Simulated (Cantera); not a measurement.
An adiabatic, constant-volume homogeneous reactor starts with 4.73 % CH4, 0.521 % C2H6, 2.13 % C3H8, 18.3 % O2, 68.7 % N2, 5.68 % H2O, equivalence ratio 1.2, at 1423 K and 1000000 Pa.

Model: GRI-Mech 3.0 (53 species, 325 reactions), integrated in Cantera. GRI-Mech 3.0 was tuned for natural gas; its chemistry of propane as a main component is partial and can be far from experiment. Above 3000 K some thermodynamic fits are extrapolated.

Problem. Predict: time of steepest temperature rise; temperature at 0.200 s; equilibrium temperature; x(H2) at 0.200 s; x(NO) at 0.200 s; x(HCO) at 0.200 s.

Solution. 
```
Property                                                             Value
---------------------------------  ---------------------------------------
time of steepest temperature rise                                  57.7 µs
temperature at 0.200 s                                              3059 K
equilibrium temperature                                             3059 K
x(H2) at 0.200 s                     0.0303 (gas-phase equilibrium 0.0303)
x(NO) at 0.200 s                   0.00719 (gas-phase equilibrium 0.00719)
x(HCO) at 0.200 s                  7.02e-7 (gas-phase equilibrium 7.02e-7)
```
